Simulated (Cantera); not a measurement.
Feed: 1 mol Si2Cl6, 5.6 mol N2, at 1750 °C and 0.000920 bar.

Cantera equilibrium calculation (NASA polynomials, part measured and part estimated; ideal gas, pure solids and liquids). Candidate condensed phases: Si, Si3N4; 13 gas species. The feed counts by its element totals alone. The tables' values for SiCl3, SiCl are old estimates; treat these amounts as uncertain. Kinetics and transport are ignored.

Base state: N2 0.586, Cl 0.205, SiCl2 0.202, SiCl3 0.00571, SiCl 0.000986, Si 0.000278, SiCl4 0.000179, Cl2 5.94e-5 (mole fractions); condensed: gas only.

What changes in the equilibrium state with this change: temperature from 1750 °C to 875 °C?


```json
[
 {"species": "N2", "before": "0.586", "after": "0.776"},
 {"species": "SiCl4", "before": "0.000179", "after": "0.214"},
 {"species": "SiCl3", "before": "0.00571", "after": "0.00718"},
 {"species": "Cl", "before": "0.205", "after": "3.73e-6"},
 {"species": "SiCl2", "before": "0.202", "after": "0.00266"},
 {"species": "SiCl", "before": "0.000986", "after": "<1e-9"},
 {"species": "Si", "before": "0.000278", "after": "<1e-9"},
 {"species": "Cl2", "before": "5.94e-5", "after": "1.78e-9"},
 {"species": "Si3N4(s), mol", "before": "0", "after": "0.160"}
]
```
N2 is the only nitrogen source here; it is nearly inert below about 1500 K, so the nitride shown seldom forms there in practice. The tables' values for SiCl3 are old estimates; treat these amounts as uncertain.
